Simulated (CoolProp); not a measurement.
Vapour-liquid equilibrium of sulfur dioxide (1) + toluene (2) at 0.653 MPa; x and y are mole fractions of (1).

Computed with CoolProp (multi-fluid Helmholtz-energy mixture model, Gao 2016 and Lemmon 2006; pair parameters Bell 2016).

| x | bubble temperature, mixture model (°C) | bubble temperature, Raoult's law (°C) | y, mixture model | y, Raoult's law |
|---|---|---|---|---|
| 0.05 | 169.0 | 153.6 | ? | 0.566 |
| 0.2 | ? | 102.8 | 0.839 | 0.901 |
| 0.35 | 85.5 | 79.9 | 0.946 | 0.961 |
| 0.5 | 68.1 | 65.9 | ? | 0.982 |
| 0.65 | 57.1 | 56.2 | 0.989 | 0.991 |
| 0.8 | 49.3 | 48.8 | ? | 0.996 |
| 0.95 | ? | 42.9 | 0.999 | 0.999 |

### Question
Fill in the missing entries.

### Answer

- 0.05, y, mixture model: 0.361
- 0.2, bubble temperature, mixture model (°C): 115.4
- 0.5, y, mixture model: 0.977
- 0.8, y, mixture model: 0.995
- 0.95, bubble temperature, mixture model (°C): 43.1

The largest gap from Raoult's law is +15.4 K in bubble temperature, at x = 0.05. No azeotrope shows between x = 0.05 and 0.95.

The pair parameters rest on a limited set of measurements; away from them the model extrapolates.
